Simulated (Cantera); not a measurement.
Ignition delay

Mixture: CH4 : O2 : N2 = 1 : 2.9 : 10.9 (molar parts), at 7500 Torr, adiabatic and at constant volume. Ignition delay is the time to a rise of 400 K.

Model: GRI-Mech 3.0 (53 species, 325 reactions), integrated in Cantera.

```json
[
 {"T0 (K)": "1175", "delay (ms)": "5.28"},
 {"T0 (K)": "1250", "delay (ms)": "2.10"},
 {"T0 (K)": "1325", "delay (ms)": "0.893"},
 {"T0 (K)": "1400", "delay (ms)": "0.404"},
 {"T0 (K)": "1475", "delay (ms)": "0.193"}
]
```

| Quantity | Value |
|---|---|
| apparent activation energy between 1325 and 1475 K | 170 kJ/mol |
